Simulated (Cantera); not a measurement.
## Equilibrium for iron carbonyl, mercury and lead vapours: PbO + CO + N₂

Feed: 1 mol PbO, a varied amount of CO, 4.5 mol N₂, at 1498 K and 1.00 bar.

These are equilibrium values from Cantera (NASA tables, ideal gas, pure condensed phases), not measurements of a reactor. Candidate condensed phases: C, Pb, PbO, PbO₂, Pb₃O₄; 27 gas species. Each liquid is taken as pure. Mutual solubility and eutectic melting of coexisting phases are not modelled. Gases not in the tables: (PbO)n polymers. Rates play no part.

```tsv
n(CO) (mol)	log p N₂	log p CO	log p CO₂	log p Pb	n Pb(l)	n PbO(l)
0.7	-0.08	-3.45	-0.89	-1.62	0.569	0.256
0.86	-0.09	-3.37	-0.81	-1.62	0.724	0.0946
1.1	-0.11	-1.75	-0.76	-1.62	0.860	0
1.3	-0.12	-1.30	-0.77	-1.62	0.856	0
1.6	-0.14	-1.02	-0.80	-1.62	0.849	0
2	-0.17	-0.82	-0.82	-1.62	0.839	0
2.5	-0.20	-0.68	-0.86	-1.62	0.827	0
3.1	-0.24	-0.57	-0.89	-1.62	0.812	0
```
log p: log10 of the partial pressure in bar; n: condensed amount in mol.

From 0.7 mol CO to 0.86 mol CO the condensed part is Pb(l) + PbO(l). From 1.1 mol CO to 3.1 mol CO the condensed part is Pb(l). The share of Pb in condensed phases is highest at 1.1 mol CO (86.0 %) and lowest at 3.1 mol CO (81.2 %).
